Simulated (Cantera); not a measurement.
Diamond growth

A diamond (100) surface in a fixed gas of H2 with x(CH4) = 0.003, x(H) = 0.029, at 1325 K, 75.0 Torr; coverages are run to steady state.

Detailed kinetics in Cantera: the Harris–Goodwin 1993 mechanism for the reconstructed diamond (100) surface.

```
x(CH3)   growth (µm/h)  θ c6HH  θ c6H*  θ c6*H  θ c6**    θ c6HM
-------  -------------  ------  ------  ------  ------  --------
1e-06           0.0630   0.363  0.0526   0.533  0.0517   2.11e-6
2.7e-06          0.170   0.363  0.0526   0.533  0.0517   5.69e-6
7.3e-06          0.460   0.363  0.0526   0.533  0.0517   1.54e-5
2e-05             1.26   0.363  0.0526   0.533  0.0517   4.22e-5
5.3e-05           3.34   0.363  0.0526   0.533  0.0517  0.000112
0.00014           8.81   0.363  0.0525   0.532  0.0516  0.000295
0.00038           23.9   0.363  0.0525   0.532  0.0515  0.000799
0.001             62.5   0.362  0.0523   0.530  0.0511   0.00209
0.0028             172   0.360  0.0519   0.526  0.0500   0.00577
```
θ: site fractions in the mechanism's names (c6HH fully hydrogenated, c6H* and c6*H radical sites, c6** diradical, c6HM methylated).
